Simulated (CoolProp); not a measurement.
Values from CoolProp's reference Helmholtz-energy equation of state, Akasaka 2020.

Problem. For R1123, give the phase and the cp (kJ/(kg K)), Joule-Thomson coefficient (K/MPa) at 65.55 °C and 242 kPa; 203.45 °C and 64.2 kPa.

Solution. 
- 65.55 °C and 242 kPa: gas; cp 0.922, Joule-Thomson coefficient 9.30
- 203.45 °C and 64.2 kPa: gas; cp 1.09, Joule-Thomson coefficient 3.93
